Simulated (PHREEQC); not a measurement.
Solution (65 °C): 3 mol/kgw K2CO3 and 2.1 mol/kgw KCl. Closed to the air; pH follows from the charge balance.

Computed with PHREEQC (Pitzer model, pitzer.dat).

### Question
The ionic strength comes out as 11.1 mol/kgw. What activity coefficients do OH-, CO3-2, Cl-, K+, HCO3- get?

### Answer
OH- 3.6, CO3-2 0.40, Cl- 0.72, K+ 0.89, HCO3- 0.69. Single-ion values are on the MacInnes scale.

Precipitation was switched off in this run. Complexes and solids missing from the database can't appear. In brines, pH and single-ion activities rest on the MacInnes convention. Constants without temperature data keep their 25 °C values here.
